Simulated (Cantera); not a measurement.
Input: 1 mol CH3SiH3, 0.034 mol CH4, 65 mol H2, at 1473 K and 1.80 Torr.

Cantera equilibrium calculation (NASA polynomials, part measured and part estimated; ideal gas, pure solids and liquids). Candidate condensed phases: C, C6H6, C7H8, C8H18, Si, SiC; 87 gas species. The feed counts by its element totals alone. Rates play no part.

Base state: H2 1.000, H 0.000258 (mole fractions); condensed: C(graphite) + SiC(s).

Question: What changes in the equilibrium state with this change: CH3SiH3 replaced by SiCl4?

Answer: 
```json
[
 {"species": "H2", "before": "1.000", "after": "0.947"},
 {"species": "HCl", "before": "0", "after": "0.0456"},
 {"species": "SiCl2", "before": "0", "after": "0.00691"},
 {"species": "SiCl3", "before": "0", "after": "4.72e-5"},
 {"species": "H", "before": "0.000258", "after": "0.000251"},
 {"species": "C(graphite), mol", "before": "0.0326", "after": "0"},
 {"species": "SiC(s), mol", "before": "1.000", "after": "0.0340"},
 {"species": "Si(s), mol", "before": "0", "after": "0.498"}
]
```
Mutual solubility and eutectic melting of coexisting phases are not modelled. The tables' values for SiCl3 are old estimates; treat these amounts as uncertain.
